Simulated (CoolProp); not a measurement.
Vapour-liquid equilibrium of isohexane (1) + n-hexane (2) at 0.107 bar; x and y are mole fractions of (1).

Model: multi-fluid Helmholtz-energy mixture model, Lemmon 2006 and Thol 2019; pair parameters Bell 2016, in CoolProp.

Task: Give the bubble temperature and the first vapour's composition at x = 0.125, 0.425, 0.8. Is there an azeotrope?

Result: x = 0.125: 10.0 °C, y = 0.175; x = 0.425: 7.4 °C, y = 0.520; x = 0.8: 4.7 °C, y = 0.850. No azeotrope shows between x = 0.05 and 0.95.

Pair parameters are fitted to limited data, so mixtures are less certain than the pure fluids.
